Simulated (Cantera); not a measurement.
What does this Cantera script print?

```python
import numpy as np
import cantera as ct

gas = ct.Solution("gri30.yaml")
gas.TPX = 425, 230000, {'H2': 1, 'O2': 0.48, 'N2': 1.86}
inlet = ct.Reservoir(gas, clone=True)
gas.equilibrate("HP")  # start burning
reactor = ct.IdealGasConstPressureReactor(gas, energy="on", clone=False)
exhaust = ct.Reservoir(gas, clone=True)
tau = [0.19, 0.051, 0.014, 0.0039, 0.0011, 0.00029, 7.9e-05, 2.2e-05, 6e-06][0]
for a, b in ((inlet, reactor), (reactor, exhaust)):
    ct.MassFlowController(a, b, mdot=lambda t: reactor.mass / tau)
net = ct.ReactorNet([reactor])
show = ['H2', 'O2', 'NO', 'NO2', 'O']

rows = []
print(f"{'tau/s':>10s}{'T/K':>9s}" + "".join(f"{s:>11s}" for s in show))
for tau in [0.19, 0.051, 0.014, 0.0039, 0.0011, 0.00029, 7.9e-05, 2.2e-05, 6e-06]:
    net.initial_time = 0.0
    net.advance(30 * tau)
    before = gas.X
    net.advance(40 * tau)
    drift = np.max(np.abs(gas.X - before) / (gas.X + 1e-9))
    rows.append([gas.T, *gas[show].X, drift])
    print(f"{tau:10.3e}{gas.T:9.1f}" + "".join(f"{x:11.3e}" for x in gas[show].X))
```

Result:

```
     tau/s      T/K         H2         O2         NO        NO2          O
 1.900e-01   2463.3  2.269e-02  2.262e-03  1.941e-03  2.795e-07  3.875e-04
 5.100e-02   2460.6  2.291e-02  2.416e-03  1.786e-03  2.611e-07  4.142e-04
 1.400e-02   2451.4  2.366e-02  2.891e-03  1.390e-03  2.110e-07  5.013e-04
 3.900e-03   2424.7  2.584e-02  4.069e-03  8.037e-04  1.282e-07  7.504e-04
 1.100e-03   2364.0  3.049e-02  6.365e-03  3.628e-04  5.864e-08  1.376e-03
 2.900e-04   2245.2  3.817e-02  1.035e-02  1.446e-04  2.286e-08  2.853e-03
 7.900e-05   2065.1  4.699e-02  1.592e-02  7.459e-05  1.216e-08  5.414e-03
 2.200e-05   1829.4  5.618e-02  2.361e-02  4.382e-05  7.978e-09  8.407e-03
 6.000e-06   1521.9  8.441e-02  4.215e-02  1.322e-05  2.923e-09  8.627e-03
```

Computed with Cantera and GRI-Mech 3.0 (53 species, 325 reactions). The hydrogen kinetics of GRI-Mech 3.0 are dated; newer H2 mechanisms differ, most at raised pressure.
